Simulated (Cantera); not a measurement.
# Transport properties of process gases

Gas mixture: 17.2 % N2, 70.9 % N2O, 11.9 % CO2, at 5.90 bar, frozen composition.

Cantera's kinetic-theory transport with the Lennard-Jones parameters of GRI-Mech 3.0, ideal gas; thermal conductivity in the multicomponent form. The composition is frozen, though it would react at the higher temperatures.

| T (K) | ρ (kg/m³) | cp (J/kg/K) | μ (µPa s) | λ (mW/m/K) | Pr | D (cm²/s) C2H2 | D (cm²/s) H2O | D (cm²/s) NH3 |
|---|---|---|---|---|---|---|---|---|
| 400 | 7.32 | 975.1 | 19.9 | 26.4 | 0.735 | 0.0378 | 0.0524 | 0.0507 |
| 650 | 4.51 | 1119 | 29.5 | 44.8 | 0.737 | 0.0908 | 0.133 | 0.127 |
| 900 | 3.25 | 1214 | 37.5 | 61.9 | 0.736 | 0.160 | 0.241 | 0.229 |
| 1150 | 2.55 | 1273 | 44.6 | 77.2 | 0.735 | 0.243 | 0.373 | 0.353 |
| 1400 | 2.09 | 1314 | 50.9 | 91.3 | 0.733 | 0.340 | 0.525 | 0.497 |
| 1650 | 1.77 | 1345 | 56.8 | 104 | 0.732 | 0.447 | 0.697 | 0.658 |
| 1900 | 1.54 | 1369 | 62.4 | 117 | 0.731 | 0.567 | 0.887 | 0.836 |
| 2150 | 1.36 | 1387 | 67.7 | 129 | 0.730 | 0.696 | 1.09 | 1.03 |
D: mixture-averaged diffusion coefficient of that species in the mixture.
